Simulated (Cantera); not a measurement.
## Equilibrium for silicon nitride deposition: SiHCl3 + N2 + H2

Charge: 1 mol SiHCl3, 34 mol N2, 17 mol H2, held at 15.0 mbar.

These are equilibrium values from Cantera (NASA tables, ideal gas, pure condensed phases), not measurements of a reactor. Candidate condensed phases: NH4Cl, Si, Si3N4; 28 gas species. N2 is the only nitrogen source here; it is nearly inert below about 1500 K, so the nitride shown seldom forms there in practice. The tables' values for SiCl, SiCl3, SiN are old estimates; treat these amounts as uncertain. Gases not in the tables: Si2H6 and higher silanes. Kinetics and transport are ignored.

```csv
T (K),x N2,x H2,x HCl,x SiCl2,x H,x Si,x SiCl,n Si3N4(s),n Si(l)
950,0.637,0.306,0.0573,4.85e-9,2.51e-9,<1e-12,<1e-12,0.333,0
1025,0.637,0.306,0.0573,5.68e-8,1.97e-8,<1e-12,<1e-12,0.333,0
1100,0.637,0.306,0.0573,4.73e-7,1.17e-7,<1e-12,<1e-12,0.333,0
1175,0.637,0.306,0.0573,2.99e-6,5.53e-7,<1e-12,1.38e-12,0.333,0
1250,0.637,0.306,0.0573,1.51e-5,2.18e-6,<1e-12,3.68e-11,0.333,0
1325,0.637,0.306,0.0572,6.28e-5,7.38e-6,1.35e-11,6.73e-10,0.332,0
1400,0.637,0.306,0.0568,0.000222,2.20e-5,3.90e-10,8.92e-9,0.329,0
1475,0.637,0.306,0.0559,0.000668,5.86e-5,7.99e-9,8.95e-8,0.321,0
1550,0.637,0.307,0.0537,0.00171,0.000142,1.21e-7,6.96e-7,0.303,0
1625,0.638,0.309,0.0496,0.00368,0.000320,1.43e-6,4.27e-6,0.268,0
1700,0.638,0.311,0.0437,0.00656,0.000671,1.35e-5,2.10e-5,0.217,0
1775,0.639,0.313,0.0367,0.00991,0.00132,0.000105,8.49e-5,0.154,0
1850,0.640,0.311,0.0342,0.0109,0.00245,0.000430,0.000210,0,0.381
1925,0.639,0.309,0.0349,0.0103,0.00434,0.00116,0.000386,0,0.354
```
x: gas mole fraction; n: condensed amount in mol.

From 950 K to 1775 K the condensed part is Si3N4(s). From 1850 K to 1925 K the condensed part is Si(l). The main Si-bearing gas is SiCl4 at 950 K and SiCl2 at 1925 K.
